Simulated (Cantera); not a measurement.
A freely propagating, adiabatic, planar premixed flame of H2 : O2 : N2 : H2O = 1 : 0.294 : 0.912 : 0.025 (molar parts), equivalence ratio 1.7, unburnt at 300 K and 0.987 atm; mixture-averaged transport, grid criteria slope 0.08 and curve 0.16, no radiation.

Detailed kinetics in Cantera: the H2/O2 subset of GRI-Mech 3.0, which has no nitrogen chemistry. Burning velocities carry a grid error of a few per cent, more on coarse grids.

Problem. Predict: laminar burning velocity; thermal thickness; peak x(H); peak x(OH); peak x(H2O2).

Solution. laminar burning velocity: 363 cm/s
thermal thickness: 0.309 mm
peak x(H): 0.0835
peak x(OH): 0.00736
peak x(H2O2): 0.000136
